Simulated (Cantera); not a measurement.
Input: 1 mol B2O3, 13 mol H2, held at 0.100 bar.

These are equilibrium values from Cantera (NASA tables, ideal gas, pure condensed phases), not measurements of a reactor. Candidate condensed phases: B, B2O3, B3O3H3, H2O; 23 gas species. Gases not in the tables: H3BO3. The numbers say what is thermodynamically allowed, not how fast it happens.

Question: Which condensed phases are stable at each of these points (T (°C)): 502, 652, 802, 952, 1102, 1252, 1402, 1552, 1702?

Answer: 
```
T (°C)  condensed phases  B condensed (%)
------  ----------------  ---------------
502              B2O3(l)            100.0
652              B2O3(l)            100.0
802              B2O3(l)            100.0
952              B2O3(l)             99.9
1102             B2O3(l)             99.5
1252             B2O3(l)             96.3
1402             B2O3(l)             77.0
1552            gas only              0.0
1702            gas only              0.0
```

From 502 °C to 1402 °C the condensed part is B2O3(l). From 1552 °C to 1702 °C nothing is condensed.
